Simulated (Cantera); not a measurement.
Feed: 1 mol Ti(OiPr)₄, 0.6 mol O₂, a varied amount of H₂, equilibrated at 1.00 bar.

Method: chemical equilibrium by Gibbs-energy minimisation in Cantera with the NASA 1993 tables (ideal gas, pure condensed phases). Candidate condensed phases: C, C₆H₆, C₇H₈, C₈H₁₈, H₂O, Ti, TiC, TiO, TiO₂, Ti₂O₃, Ti₃O₅, Ti₄O₇; 113 gas species. The feed counts by its element totals alone. Mutual solubility and eutectic melting of coexisting phases are not modelled. TiC: taken at fixed stoichiometry. Condensed phases not in the tables: Magnéli phases beyond Ti₄O₇. The numbers say what is thermodynamically allowed, not how fast it happens.

### Question
What condenses at these points (T in K, n(H₂) in mol): (1723, 3.7); (2223, 1.6); (2023, 79); (1423, 33); (1323, 79); (1323, 9); (1123, 21); (1723, 51)?

### Answer
```csv
T (K),n(H₂) in mol,condensed phases,Ti condensed (%)
1723,3.7,C + TiC,100.0
2223,1.6,C + TiC,100.0
2023,79,C + TiC,100.0
1423,33,C + TiC + Ti₃O₅,100.0
1323,79,C + Ti₃O₅,100.0
1323,9,C + Ti₄O₇,100.0
1123,21,C + TiO₂,100.0
1723,51,C + TiC,100.0
```
